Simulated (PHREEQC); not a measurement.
Solution (25 °C): 37 mmol/kgw CuCl2. It is in equilibrium with CO2 at log p = 0 (atm). Otherwise closed; pH follows from the charge balance.

Equilibrium calculation in PHREEQC: ion-association model, wateq4f.dat.

```
quantity                         before     after
-----------------------------  --------  --------
pH                                 3.45      3.74
ionic strength (mol/kgw)          0.105    0.0110
Cu+2 (mol/kgw)                   0.0340   0.00354
CuHCO3+ (mol/kgw)              0.000371  0.000109
HCO3- (mol/kgw)                 5.47e-5   9.17e-5
CuOH+ (mol/kgw)                 4.97e-7   1.43e-7
SI of Tenorite (CuO)              -2.59     -2.77
SI of Malachite (Cu2(OH)2CO3)     -2.90     -3.28
```

### Question
What was changed between the two runs?
(A) CuCl2 replaced by Cu(BF4)2 at the same molality
(B) diluted 5-fold with water
(C) temperature from 25 to 45 °C
(D) CuCl2 from 0.037 to 0.0074 mol/kgw
(E) diluted 10-fold with water

### Answer
E, diluted 10-fold with water

This is a speciation only: nothing precipitates in the calculation.
